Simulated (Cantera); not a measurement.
Feed: 1 mol CO2, 1.2 mol H2, equilibrated at 3123 K and 13.3 mbar.

Equilibrium computed with Cantera from the NASA thermochemical tables; the gas is ideal and each condensed phase is pure. Candidate condensed phases: C, C6H6, C7H8, C8H18, H2O; 110 gas species. The numbers say what is thermodynamically allowed, not how fast it happens.

Base state: H 0.454, CO 0.250, O 0.176, H2 0.0533, OH 0.0342, O2 0.0144, H2O 0.0111, CO2 0.00678 (mole fractions); condensed: gas only.

Q: What changes in the equilibrium state with this change: pressure from 13.3 mbar to 0.133 bar?

A: 
```csv
species,before,after
CO,0.250,0.308
H,0.454,0.233
H2,0.0533,0.140
H2O,0.0111,0.118
O,0.176,0.0715
CO2,0.00678,0.0339
OH,0.0342,0.0713
O2,0.0144,0.0236
```
